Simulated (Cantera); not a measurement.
Input (Python, Cantera) and output of one run.

```python
import numpy as np
import cantera as ct

gas_names = """
    CL CLO CL2 H HCL HNO HNO2 HNO3 HOCL HO2 H2 H2O H2O2 Mg MgCL MgCL2 MgH MgN MgO MgOH MgO2H2 Mg2 N NH
    NH2 NH3 NH2OH NO NO2 NO3 N2 N2H2 N2H4 N2O O OH O2 O3
""".split()
cond_names = """
    H2O(s) H2O(L) Mg(cr) Mg(L) MgCL2(s) MgCL2(L) MgO(s) MgO(L) MgO2H2(s) NH4CL(a) NH4CL(b)
""".split()


# ... load() reads the species with a 1 bar reference pressure and builds the phases ...
atoms = {
    'MgO': {'Mg': 1, 'O': 1},
    'HCl': {'H': 1, 'CL': 1},
    'N2': {'N': 2},
}
top_T = {}  # K; cautious upper limits of use, not melting points


# ... equilibrate(T, P, feed) seeds the gas with the atoms and calls Mixture.equilibrate('TP', solver="vcs", rtol=1e-11, max_steps=5000) ...
results = []
feed = {'MgO': 1, 'HCl': 3.5, 'N2': 4.7}  # mol
P = 6.5  # Pa
for T in [1098, 1148, 1198, 1248, 1298, 1348, 1398, 1448, 1498, 1548, 1598, 1648, 1698]:
    mix = equilibrate(T, P, feed)
    results.append((T, P, feed, dict(zip(mix.species_names, mix.species_moles))))
    x = sorted(zip(gas.X, gas.species_names), reverse=True)
    print(f"T = {T:g} K  P = {P:g} Pa  gas = {mix.phase_moles(0):.4g} mol")
    print("   x: " + "  ".join(f"{s} {v:.3e}" for v, s in x if v > 1e-05))
    print("   condensed (mol): " + ("  ".join(f"{mix.phase(i).name} {mix.phase_moles(i):.4g}"
          for i in range(1, mix.n_phases) if mix.phase_moles(i) > 1e-12) or "none"))
```

Result:

```
T = 1098 K  P = 6.5 Pa  gas = 8.201 mol
   x: N2 5.731e-01  HCL 4.188e-01  MgCL2 3.926e-03  H2O 3.926e-03  CL 1.381e-04  H2 6.958e-05
   condensed (mol): MgO(s) 0.9678
T = 1148 K  P = 6.5 Pa  gas = 8.201 mol
   x: N2 5.731e-01  HCL 4.155e-01  MgCL2 5.486e-03  H2O 5.486e-03  CL 2.762e-04  H2 1.388e-04
   condensed (mol): MgO(s) 0.955
T = 1198 K  P = 6.5 Pa  gas = 8.202 mol
   x: N2 5.730e-01  HCL 4.113e-01  MgCL2 7.424e-03  H2O 7.424e-03  CL 5.208e-04  H2 2.611e-04
   condensed (mol): MgO(s) 0.9391
T = 1248 K  P = 6.5 Pa  gas = 8.204 mol
   x: N2 5.729e-01  HCL 4.062e-01  MgCL2 9.761e-03  H2O 9.760e-03  CL 9.318e-04  H2 4.664e-04
   condensed (mol): MgO(s) 0.9199
T = 1298 K  P = 6.5 Pa  gas = 8.207 mol
   x: N2 5.727e-01  HCL 3.999e-01  MgCL2 1.250e-02  H2O 1.250e-02  CL 1.591e-03  H2 7.951e-04
   condensed (mol): MgO(s) 0.8974
T = 1348 K  P = 6.5 Pa  gas = 8.211 mol
   x: N2 5.724e-01  HCL 3.924e-01  MgCL2 1.564e-02  H2O 1.563e-02  CL 2.604e-03  H2 1.299e-03  H 1.034e-05
   condensed (mol): MgO(s) 0.8716
T = 1398 K  P = 6.5 Pa  gas = 8.217 mol
   x: N2 5.720e-01  HCL 3.836e-01  MgCL2 1.913e-02  H2O 1.912e-02  CL 4.103e-03  H2 2.043e-03  H 2.653e-05
   condensed (mol): MgO(s) 0.8428
T = 1448 K  P = 6.5 Pa  gas = 8.226 mol
   x: N2 5.714e-01  HCL 3.734e-01  MgCL2 2.293e-02  H2O 2.291e-02  CL 6.246e-03  H2 3.100e-03  H 6.366e-05  OH 1.120e-05
   condensed (mol): MgO(s) 0.8114
T = 1498 K  P = 6.5 Pa  gas = 8.239 mol
   x: N2 5.705e-01  HCL 3.617e-01  MgCL2 2.695e-02  H2O 2.692e-02  CL 9.215e-03  H2 4.552e-03  H 1.438e-04  OH 2.412e-05
   condensed (mol): MgO(s) 0.7779
T = 1548 K  P = 6.5 Pa  gas = 8.256 mol
   x: N2 5.693e-01  HCL 3.485e-01  MgCL2 3.109e-02  H2O 3.104e-02  CL 1.321e-02  H2 6.478e-03  H 3.074e-04  OH 4.921e-05  Mg 1.073e-05
   condensed (mol): MgO(s) 0.7431
T = 1598 K  P = 6.5 Pa  gas = 8.28 mol
   x: N2 5.676e-01  HCL 3.338e-01  MgCL2 3.522e-02  H2O 3.516e-02  CL 1.844e-02  H2 8.940e-03  H 6.242e-04  OH 9.557e-05  Mg 4.229e-05  MgCL 2.500e-05  NO 1.123e-05
   condensed (mol): MgO(s) 0.7078
T = 1648 K  P = 6.5 Pa  gas = 8.312 mol
   x: N2 5.654e-01  HCL 3.175e-01  MgCL2 3.918e-02  H2O 3.914e-02  CL 2.515e-02  H2 1.196e-02  H 1.208e-03  OH 1.776e-04  Mg 1.528e-04  MgCL 5.936e-05  O2 2.173e-05  NO 2.038e-05  O 1.464e-05
   condensed (mol): MgO(s) 0.6725
T = 1698 K  P = 6.5 Pa  gas = 8.357 mol
   x: N2 5.624e-01  HCL 2.996e-01  H2O 4.289e-02  MgCL2 4.273e-02  CL 3.362e-02  H2 1.545e-02  H 2.229e-03  Mg 5.065e-04  OH 3.181e-04  MgCL 1.324e-04  O2 4.591e-05  O 3.678e-05  NO 3.596e-05
   condensed (mol): MgO(s) 0.6376
```

Cantera equilibrium calculation (NASA polynomials, part measured and part estimated; ideal gas, pure solids and liquids).
